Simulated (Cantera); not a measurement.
Charge: 1 mol CH3SiCl3, 0.17 mol HCl, 41 mol H2, equilibrated at 1950 °C and 1.05 Torr.

Method: chemical equilibrium by Gibbs-energy minimisation in Cantera with the NASA 1993 tables (ideal gas, pure condensed phases). Candidate condensed phases: C, C6H6, C7H8, C8H18, Si, SiC; 109 gas species. The feed counts by its element totals alone. The tables' values for SiCl are old estimates; treat these amounts as uncertain. Gases not in the tables: Si2H6 and higher silanes. Rates play no part.

Base state: H2 0.765, H 0.150, HCl 0.0556, Si 0.0166, Cl 0.00790, C2H2 (acetylene) 0.00222, SiC2 0.00174, Si2C 0.000465 (mole fractions); condensed: C(graphite).

### Question
What changes in the equilibrium state with this change: temperature from 1950 °C to 2152 °C?

### Answer
```tsv
species	before	after
H2	0.765	0.562
H	0.150	0.359
HCl	0.0556	0.0390
Cl	0.00790	0.0177
Si	0.0166	0.0145
C3	2.74e-6	0.000106
C	1.64e-6	4.11e-5
C(graphite), mol	0.586	0.129
```
